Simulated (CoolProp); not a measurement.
Computed with CoolProp (reference Helmholtz-energy equation of state, Gao 2020).

Problem. Give the vapour pressure (kPa), vapour density (kg/m³), surface tension (mN/m), liquid viscosity (µPa s) of saturated ammonia at 247.2, 310.4 K.

Solution. 
```
T (K)  p (kPa)  vapour density (kg/m³)  surface tension (mN/m)  liquid viscosity (µPa s)
-----  -------  ----------------------  ----------------------  ------------------------
247.2      145                    1.24                    32.4                       231
310.4     1440                    11.1                    17.7                       117
```

Viscosity comes from a separate model (Fenghour 1995). Surface tension comes from a separate correlation (Mulero 2012).
